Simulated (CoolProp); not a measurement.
Vapour-liquid equilibrium of R22 (1) + R115 (2) at 18.6 kPa; x and y are mole fractions of (1).

The numbers come from the multi-fluid Helmholtz-energy mixture model, Kamei 1995 and Lemmon 2016; pair parameters Bell 2016 in CoolProp.

| x | bubble temperature, mixture model (°C) | bubble temperature, Raoult's law (°C) | y, mixture model | y, Raoult's law |
|---|---|---|---|---|
| 0.05 | ? | -71.2 | 0.161 | 0.051 |
| 0.15 | -75.0 | -71.2 | 0.305 | 0.153 |
| 0.25 | -75.6 | -71.2 | 0.368 | 0.254 |
| 0.35 | -75.9 | -71.3 | 0.407 | 0.355 |
| 0.45 | -75.9 | -71.3 | ? | 0.455 |
| 0.55 | -75.8 | -71.3 | 0.484 | 0.555 |
| 0.65 | ? | -71.4 | 0.540 | 0.655 |
| 0.75 | -74.9 | -71.4 | ? | 0.754 |
| 0.85 | ? | -71.4 | 0.734 | 0.853 |
| 0.95 | -72.4 | -71.5 | 0.896 | 0.951 |

Question: Some entries are withheld; supply them.

Answer: 
- 0.05, bubble temperature, mixture model (°C): -73.2
- 0.45, y, mixture model: 0.443
- 0.65, bubble temperature, mixture model (°C): -75.5
- 0.75, y, mixture model: 0.619
- 0.85, bubble temperature, mixture model (°C): -73.9

The largest gap from Raoult's law is -4.6 K in bubble temperature, at x = 0.45. y crosses x between x = 0.35 and 0.45: the model has an azeotrope there.

The pair parameters rest on a limited set of measurements; away from them the model extrapolates.
